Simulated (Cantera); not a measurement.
A Cantera script and its output.

```python
import numpy as np
import cantera as ct

gas = ct.Solution("h2o2.yaml")
gas.TPX = 550, 1300000, {'H2': 1, 'O2': 0.294, 'N2': 1.11}
inlet = ct.Reservoir(gas, clone=True)
gas.equilibrate("HP")  # start burning
reactor = ct.IdealGasConstPressureReactor(gas, energy="on", clone=False)
exhaust = ct.Reservoir(gas, clone=True)
tau = [0.029, 0.013, 0.0058, 0.0026, 0.0012, 0.00051, 0.00023, 0.0001, 4.6e-05, 2e-05, 9e-06][0]
for a, b in ((inlet, reactor), (reactor, exhaust)):
    ct.MassFlowController(a, b, mdot=lambda t: reactor.mass / tau)
net = ct.ReactorNet([reactor])
show = ['H2', 'O2', 'H2O', 'H2O2', 'H', 'OH']

rows = []
print(f"{'tau/s':>10s}{'T/K':>9s}" + "".join(f"{s:>11s}" for s in show))
for tau in [0.029, 0.013, 0.0058, 0.0026, 0.0012, 0.00051, 0.00023, 0.0001, 4.6e-05, 2e-05, 9e-06]:
    net.initial_time = 0.0
    net.advance(30 * tau)
    before = gas.X
    net.advance(40 * tau)
    drift = np.max(np.abs(gas.X - before) / (gas.X + 1e-9))
    rows.append([gas.T, *gas[show].X, drift])
    print(f"{tau:10.3e}{gas.T:9.1f}" + "".join(f"{x:11.3e}" for x in gas[show].X))
```

It prints:

```
     tau/s      T/K         H2         O2        H2O       H2O2          H         OH
 2.900e-02   2370.6  1.944e-01  1.056e-05  2.779e-01  9.041e-09  1.805e-03  4.560e-04
 1.300e-02   2369.7  1.943e-01  2.061e-05  2.778e-01  1.208e-08  1.917e-03  4.838e-04
 5.800e-03   2367.8  1.943e-01  4.007e-05  2.777e-01  1.867e-08  2.146e-03  5.403e-04
 2.600e-03   2364.2  1.941e-01  7.415e-05  2.774e-01  3.239e-08  2.577e-03  6.460e-04
 1.200e-03   2358.3  1.939e-01  1.271e-04  2.770e-01  5.878e-08  3.293e-03  8.196e-04
 5.100e-04   2347.7  1.934e-01  2.204e-04  2.762e-01  1.159e-07  4.578e-03  1.125e-03
 2.300e-04   2332.6  1.927e-01  3.603e-04  2.752e-01  2.119e-07  6.402e-03  1.543e-03
 1.000e-04   2309.4  1.918e-01  6.008e-04  2.735e-01  3.735e-07  9.171e-03  2.146e-03
 4.600e-05   2278.3  1.907e-01  9.731e-04  2.712e-01  5.869e-07  1.278e-02  2.871e-03
 2.000e-05   2231.1  1.892e-01  1.650e-03  2.677e-01  8.843e-07  1.807e-02  3.806e-03
 9.000e-06   2168.2  1.879e-01  2.787e-03  2.627e-01  1.252e-06  2.472e-02  4.763e-03
```

Model: the H2/O2 subset of GRI-Mech 3.0, which has no nitrogen chemistry, integrated in Cantera. The hydrogen kinetics of GRI-Mech 3.0 are dated; newer H2 mechanisms differ, most at raised pressure. The pressure lies above the range GRI-Mech 3.0 was tuned for (to about 10 atm).
